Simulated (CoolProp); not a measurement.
Vapour-liquid equilibrium of R114 (1) + n-heptane (2) at 3.49 bar; x and y are mole fractions of (1).

Computed with CoolProp (multi-fluid Helmholtz-energy mixture model, Platzer 1990 and Span 2003; pair parameters Bell 2016). This equation is an older, rougher fit; its heat capacities, sound speeds and derivatives of the liquid may be far off and weren't checked against measurements.

| x | bubble temperature (K) | y at the bubble point | dew temperature at overall composition x (K) | liquid density (mol/L) |
|---|---|---|---|---|
| 0.05 | 402.0 | 0.346 | 417.7 | 5.868 |
| 0.15 | 373.9 | 0.707 | 412.8 | 6.260 |
| 0.25 | 355.9 | 0.844 | 407.5 | 6.562 |
| 0.35 | 344.4 | … | 401.8 | … |
| 0.45 | 336.7 | 0.934 | 395.4 | 7.029 |
| 0.55 | 331.0 | 0.953 | 388.1 | 7.236 |
| 0.65 | 326.6 | … | 379.6 | 7.439 |
| 0.75 | 322.9 | … | 369.0 | 7.644 |
| 0.85 | 319.4 | 0.986 | 354.8 | 7.859 |
| 0.95 | 316.0 | 0.995 | … | 8.090 |

Question: What belongs in the gaps?

Answer: 
- 0.35, y at the bubble point: 0.903
- 0.35, liquid density (mol/L): 6.810
- 0.65, y at the bubble point: 0.966
- 0.75, y at the bubble point: 0.976
- 0.95, dew temperature at overall composition x (K): 331.9

No azeotrope shows between x = 0.05 and 0.95.

The pair parameters rest on a limited set of measurements; away from them the model extrapolates.
